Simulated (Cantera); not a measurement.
## Gas-phase reforming

A perfectly stirred reactor is fed with CH4 : CO2 : H2 = 1 : 1.2 : 1.6 (molar parts), at 0.240 bar; it is held at 1900 K, and followed from long to short residence time.

Cantera simulation using GRI-Mech 3.0 (53 species, 325 reactions); the numbers are that mechanism's predictions, not measurements.

```
τ (s)     x CH4    x CO2   x H2    x CO   x H2O     x HO2   x CH2O
------  -------  -------  -----  ------  ------  --------  -------
1.4     0.00604  0.00991  0.555   0.348  0.0633    <1e-12  3.26e-7
0.44     0.0104   0.0149  0.528   0.325  0.0911  1.08e-12  8.26e-7
0.14     0.0174   0.0234  0.491   0.293   0.127  2.20e-12  2.08e-6
0.044    0.0298   0.0399  0.453   0.253   0.159  3.85e-12  4.95e-6
0.014    0.0535   0.0769  0.434   0.202   0.161  5.30e-12  1.06e-5
0.0045   0.0975    0.149  0.441   0.132   0.117  5.69e-12  2.02e-5
0.0014    0.162    0.234  0.448  0.0597  0.0541  4.56e-12  3.29e-5
```
x: mole fraction; the columns are a selection and need not sum to one.
